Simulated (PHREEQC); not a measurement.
**Brine: an equilibrium model**

Consider water at 60 °C with 2 mol NaOH, 3 mol KCl, 4.8 mol NaCl and 2.5 mol Na2CO3 per kg of water. Closed to the air; pH follows from the charge balance.

Computed with PHREEQC (Pitzer model, pitzer.dat).

pH: 13.39
ionic strength: 17.3 mol/kgw
activity of water: 0.442
density: 1.391 g/cm³
osmotic coefficient: 1.672
total alkalinity: 7000 meq/kg

| species | molality | activity | log γ |
|---|---|---|---|
| Na+ | 11.8 | 49.1 | 0.619 |
| Cl- | 7.80 | 5.79 | -0.129 |
| K+ | 3.00 | 10.4 | 0.540 |
| CO3-2 | 2.50 | 0.166 | -1.177 |
| OH- | 2.00 | 1.04 | -0.283 |
| HCO3- | 0.00111 | 9.71e-5 | -1.056 |

Precipitation was switched off in this run. The solution is supersaturated, for example in Halite, Sylvite, so a real one may precipitate; this is no full list. In brines, pH and single-ion activities rest on the MacInnes convention. Away from 25 °C the constants follow the database's enthalpies or fits; those with neither stay at their 25 °C values.
